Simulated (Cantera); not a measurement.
A closed system holds: 1 mol CH₄, 0.15 mol CO₂, 5.1 mol H₂, held at 0.0133 bar.

Equilibrium computed with Cantera from the NASA thermochemical tables; the gas is ideal and each condensed phase is pure. Candidate condensed phases: C, C₆H₆, C₇H₈, C₈H₁₈, H₂O; 110 gas species. Equilibrium is a limit: real reactors are often held back by kinetics, nucleation or transport.

Problem. At 2250 K, list the 4 most abundant gas species with their mole fractions, and the condensed phases.

Solution. H₂ 0.897, H 0.0609, CO 0.0393, C₂H₂ (acetylene) 0.00300. Condensed: C(graphite).
